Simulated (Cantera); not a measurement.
**Reactions in the system H-N-O-Zr**

Source: NASA polynomial tables (part measured, part estimated), evaluated in Cantera. Values are per mole of reaction as written; species without (g) are pure solids or liquids, kept so even where they would boil at 1 bar. ZrN: taken at fixed stoichiometry.

6 NH3(g) + 2 ZrO2 → 9 H2(g) + 2 ZrN + 4 NO(g)

```json
[
 {"T (K)": "300", "ΔH° (kJ)": "2105.4", "ΔS° (J/K)": "840.4", "ΔG° (kJ)": "1853.3", "log10 K": "-322.68", "condensed phases": "ZrO2(monoclinic), ZrN(s)"},
 {"T (K)": "2475", "ΔH° (kJ)": "2142.0", "ΔS° (J/K)": "932.3", "ΔG° (kJ)": "-165.5", "log10 K": "3.49", "condensed phases": "ZrO2(tetragonal), ZrN(s)"},
 {"T (K)": "2525", "ΔH° (kJ)": "2141.7", "ΔS° (J/K)": "932.2", "ΔG° (kJ)": "-212.1", "log10 K": "4.39", "condensed phases": "ZrO2(tetragonal), ZrN(s)"},
 {"T (K)": "2575", "ΔH° (kJ)": "2141.3", "ΔS° (J/K)": "932.0", "ΔG° (kJ)": "-258.7", "log10 K": "5.25", "condensed phases": "ZrO2(tetragonal), ZrN(s)"},
 {"T (K)": "2625", "ΔH° (kJ)": "2140.9", "ΔS° (J/K)": "931.9", "ΔG° (kJ)": "-305.3", "log10 K": "6.07", "condensed phases": "ZrO2(s), ZrN(s)"},
 {"T (K)": "2675", "ΔH° (kJ)": "2140.6", "ΔS° (J/K)": "931.8", "ΔG° (kJ)": "-351.9", "log10 K": "6.87", "condensed phases": "ZrO2(s), ZrN(s)"},
 {"T (K)": "2725", "ΔH° (kJ)": "2140.3", "ΔS° (J/K)": "931.6", "ΔG° (kJ)": "-398.5", "log10 K": "7.64", "condensed phases": "ZrO2(s), ZrN(s)"},
 {"T (K)": "2775", "ΔH° (kJ)": "2140.0", "ΔS° (J/K)": "931.5", "ΔG° (kJ)": "-445.0", "log10 K": "8.38", "condensed phases": "ZrO2(s), ZrN(s)"},
 {"T (K)": "2825", "ΔH° (kJ)": "2139.7", "ΔS° (J/K)": "931.4", "ΔG° (kJ)": "-491.6", "log10 K": "9.09", "condensed phases": "ZrO2(s), ZrN(s)"},
 {"T (K)": "2875", "ΔH° (kJ)": "2139.4", "ΔS° (J/K)": "931.3", "ΔG° (kJ)": "-538.2", "log10 K": "9.78", "condensed phases": "ZrO2(s), ZrN(s)"}
]
```
